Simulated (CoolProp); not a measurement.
Saturated liquid density (kg/m³) of nitrous oxide: the reference equation beside estimates from Tc = 309.5 K, pc = 7.245 MPa, ω = 0.161.

The numbers come from the reference Helmholtz-energy equation of state, Lemmon 2006 in CoolProp. It is a short technical equation, of lower accuracy than the large ones.

```tsv
T (K)	reference	van der Waals	Redlich-Kwong	Soave-Redlich-Kwong	Peng-Robinson
240.2	1049	656.5	934.6	960.4	1089
246.8	1024	640.6	906.0	932.2	1058
253.4	997.0	623.8	875.7	902.0	1024
260	969.0	605.9	843.5	869.6	986.6
266.6	939.0	586.7	808.9	834.6	946.4
273.2	906.8	565.9	771.6	796.4	902.3
279.8	871.6	543.1	730.9	754.3	853.3
286.3	832.8	518.0	686.3	707.8	798.9
292.9	787.0	488.6	634.6	653.3	734.9
299.5	729.8	452.6	572.3	587.2	656.7
```

Absolute difference from the reference over all 10 rows, mean and median: van der Waals 37.6 and 37.6 %, Redlich-Kwong 15.1 and 14.4 %, Soave-Redlich-Kwong 12.5 and 11.6 %, Peng-Robinson 3.6 and 3.0 %.
